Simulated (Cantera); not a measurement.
Feed: 1 mol Fe, 0.21 mol CO, 6.2 mol H2, at 17.0 bar.

Equilibrium computed with Cantera from the NASA thermochemical tables; the gas is ideal and each condensed phase is pure. Candidate condensed phases: C, C6H6, C7H8, C8H18, Fe, Fe(CO)5, FeO, Fe(OH)2, Fe(OH)3, Fe2O3, Fe3O4, H2O; 114 gas species. Kinetics and transport are ignored.

log p: log10 of the partial pressure in bar; n: condensed amount in mol.

```tsv
T (°C)	log p H2	log p CO	log p CH4	log p H2O	n Fe(γ)	n Fe(δ)	n Fe(l)
1077	1.21	-0.46	-0.65	-0.66	1.00	0	0
1127	1.21	-0.40	-0.78	-0.78	1.00	0	0
1177	1.21	-0.36	?	?	1.00	0	0
1227	1.21	-0.33	-1.02	-1.03	1.00	0	0
1277	1.21	-0.31	-1.14	-1.14	1.00	0	0
1327	1.21	-0.30	-1.25	-1.25	1.00	0	0
1377	1.21	-0.29	-1.35	-1.36	1.000	0	0
1427	1.21	-0.28	-1.45	-1.46	0	1.000	0
1477	1.22	-0.28	?	?	0	1.000	0
1527	1.22	-0.27	-1.64	-1.64	0	1.000	0
1577	1.22	-0.27	-1.73	-1.73	0	0	1.000
```

Question: Some entries are withheld; supply them.

Answer: 
- 1177, log p CH4: -0.90
- 1177, log p H2O: -0.91
- 1477, log p CH4: -1.55
- 1477, log p H2O: -1.55
